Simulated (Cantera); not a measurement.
What does this Cantera script print?

```python
import numpy as np
import cantera as ct

gas_names = """
    CL CL2 H HCL H2 N NH NH2 NH3 N2 N2H2 N2H4 Si SiCL SiCL2 SiCL3 SiCL4 SiH SiHCL3 SiH2 SiH2CL2 SiH3
    SiH3CL SiH4 SiN Si2 Si2N Si3
""".split()
cond_names = """
    NH4CL(a) NH4CL(b) Si(cr) Si(L) Si3N4(a)
""".split()


# ... load() reads the species with a 1 bar reference pressure and builds the phases ...
atoms = {
    'Si2H6': {'Si': 2, 'H': 6},
    'Cl2': {'CL': 2},
    'N2': {'N': 2},
}
top_T = {'Si3N4(a)': 2400}  # K; cautious upper limits of use, not melting points


# ... equilibrate(T, P, feed) seeds the gas with the atoms and calls Mixture.equilibrate('TP', solver="vcs", rtol=1e-11, max_steps=5000) ...
results = []
T = 925  # K
P = 100000  # Pa
for m in [18, 26, 38, 56, 83, 120, 180]:
    feed = {'Si2H6': 1, 'Cl2': 0.041, 'N2': m}  # mol
    mix = equilibrate(T, P, feed)
    results.append((T, P, feed, dict(zip(mix.species_names, mix.species_moles))))

top = {s: max(r[3][s] / sum(r[3][g] for g in gas_names) for r in results) for s in gas_names}
cols = sorted((s for s in top if top[s] > 1e-06), key=lambda s: -top[s])[:7]
seen = [c for c in cond_names if any(r[3].get(c, 0) > 1e-12 for r in results)]
print("log10 of partial pressures in bar; condensed amounts in mol")
print(f"{'n(N2)':>10s}" + "".join(f"{s[:9]:>10s}" for s in cols + seen))
for T, P, feed, n in results:
    ng = sum(n[g] for g in gas_names)
    print(f"{feed['N2']:10.4g}" + "".join(f"{np.log10(max(n[s] / ng * P / 1e5, 1e-99)):10.3f}" for s in cols)
          + "".join(f"{n.get(c, 0):10.4g}" for c in seen))
```

It prints:

```
log10 of partial pressures in bar; condensed amounts in mol
     n(N2)        N2        H2       HCL       NH3  Si3N4(a)
        18    -0.073    -0.824    -2.381    -4.274    0.6667
        26    -0.050    -0.972    -2.529    -4.485    0.6667
        38    -0.035    -1.128    -2.685    -4.712    0.6667
        56    -0.024    -1.290    -2.847    -4.949    0.6667
        83    -0.016    -1.457    -3.014    -5.196    0.6667
       120    -0.011    -1.614    -3.172    -5.429    0.6667
       180    -0.007    -1.788    -3.346    -5.689    0.6667
```

These are equilibrium values from Cantera (NASA tables, ideal gas, pure condensed phases), not measurements of a reactor. The feed counts by its element totals alone. N2 is the only nitrogen source here; it is nearly inert below about 1500 K, so the nitride shown seldom forms there in practice.
